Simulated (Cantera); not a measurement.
Charge: 1 mol HMDSO, a varied amount of CO2, 0.12 mol H2, held at 1325 °C and 5.80 mbar.

Equilibrium computed with Cantera from the NASA thermochemical tables; the gas is ideal and each condensed phase is pure. Candidate condensed phases: C, C6H6, C7H8, C8H18, H2O, Si, SiC, SiO2; 123 gas species. The feed counts by its element totals alone. Kinetics and transport are ignored.

Task: At 1.5 mol CO2, list the 4 most abundant gas species with their mole fractions, and the condensed phases.

Result: H2 0.695, CO 0.304, SiO 0.000875, H 0.000583. Condensed: C(graphite) + SiC(s).
